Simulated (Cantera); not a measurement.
# Stirred combustor or abatement burner

A perfectly stirred reactor is fed with CH₄ : CO : O₂ : N₂ = 1 : 0.97 : 2.07 : 7.79 (molar parts), at 10.0 bar; it is adiabatic with a 475 K inlet, and is followed from long to short residence time, starting on the burning branch (τ in s: 0.064, 0.031, 0.015, 0.0072, 0.0035, 0.0017, 0.00082, 0.0004, 0.00019, 9.3e-05, 4.5e-05, 2.2e-05).

Computed with Cantera and GRI-Mech 3.0 (53 species, 325 reactions).

| τ (s) | T (K) | x CH₄ | x CO | x O₂ | x O | x C₂H₆ | x HO₂ | x CO₂ |
|---|---|---|---|---|---|---|---|---|
| 0.064 | 2344 | 3.81e-6 | 0.0573 | 0.000134 | 2.34e-5 | 1.23e-11 | 8.47e-8 | 0.110 |
| 0.031 | 2343 | 6.90e-6 | 0.0573 | 0.000175 | 2.73e-5 | 4.25e-11 | 1.09e-7 | 0.110 |
| 0.015 | 2340 | 1.17e-5 | 0.0575 | 0.000250 | 3.46e-5 | 1.31e-10 | 1.56e-7 | 0.110 |
| 0.0072 | 2336 | 1.86e-5 | 0.0577 | 0.000382 | 4.76e-5 | 3.61e-10 | 2.50e-7 | 0.110 |
| 0.0035 | 2331 | 2.79e-5 | 0.0580 | 0.000597 | 7.00e-5 | 8.75e-10 | 4.28e-7 | 0.109 |
| 0.0017 | 2322 | 4.10e-5 | 0.0586 | 0.000947 | 0.000108 | 1.96e-9 | 7.63e-7 | 0.108 |
| 0.00082 | 2309 | 6.06e-5 | 0.0594 | 0.00150 | 0.000169 | 4.22e-9 | 1.38e-6 | 0.107 |
| 0.00040 | 2291 | 9.11e-5 | 0.0606 | 0.00235 | 0.000263 | 8.97e-9 | 2.46e-6 | 0.106 |
| 0.00019 | 2265 | 0.000144 | 0.0625 | 0.00369 | 0.000408 | 2.03e-8 | 4.40e-6 | 0.104 |
| 9.3e-5 | 2231 | 0.000237 | 0.0652 | 0.00562 | 0.000597 | 4.84e-8 | 7.62e-6 | 0.100 |
| 4.5e-5 | 2183 | 0.000427 | 0.0693 | 0.00866 | 0.000816 | 1.40e-7 | 1.35e-5 | 0.0954 |
| 2.2e-5 | 2111 | 0.000923 | 0.0766 | 0.0142 | 0.000938 | 6.42e-7 | 2.64e-5 | 0.0866 |
x: mole fraction; the columns are a selection and need not sum to one.
